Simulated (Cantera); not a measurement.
**Thermodynamics of silicon nitride deposition, feed SiHCl3 + N2 + H2**

Input: 1 mol SiHCl3, 6 mol N2, 0.84 mol H2, at 38.0 mbar.

Cantera equilibrium calculation (NASA polynomials, part measured and part estimated; ideal gas, pure solids and liquids). Candidate condensed phases: NH4Cl, Si, Si3N4; 28 gas species. N2 is the only nitrogen source here; it is nearly inert below about 1500 K, so the nitride shown seldom forms there in practice. The tables' values for SiCl3, SiCl are old estimates; treat these amounts as uncertain. The numbers say what is thermodynamically allowed, not how fast it happens.

From 550 °C to 1450 °C the condensed part is Si3N4(s). The main Si-bearing gas is SiCl4 at 550 °C and SiCl2 at 1450 °C. The share of Si in condensed phases is highest at 950 °C (67.7 %) and lowest at 1450 °C (4.4 %).

```
T (°C)  log p N2  log p HCl  log p SiCl2  log p H2  log p SiCl4  log p SiCl3  n Si3N4(s)
------  --------  ---------  -----------  --------  -----------  -----------  ----------
550        -1.58      -2.17       -10.72     -2.53        -2.73        -7.70       0.202
650        -1.58      -2.14        -8.78     -2.57        -2.76        -6.57       0.211
750        -1.58      -2.12        -7.24     -2.60        -2.79        -5.67       0.217
850        -1.58      -2.10        -5.97     -2.63        -2.81        -4.94       0.223
950        -1.58      -2.09        -4.92     -2.65        -2.84        -4.33       0.226
1050       -1.58      -2.08        -4.04     -2.66        -2.89        -3.83       0.223
1150       -1.59      -2.09        -3.33     -2.66        -3.01        -3.47       0.205
1250       -1.59      -2.13        -2.83     -2.62        -3.34        -3.32       0.155
1350       -1.59      -2.22        -2.55     -2.53        -3.94        -3.43      0.0820
1450       -1.59      -2.35        -2.41     -2.45        -4.68        -3.68      0.0148
```
log p: log10 of the partial pressure in bar; n: condensed amount in mol.
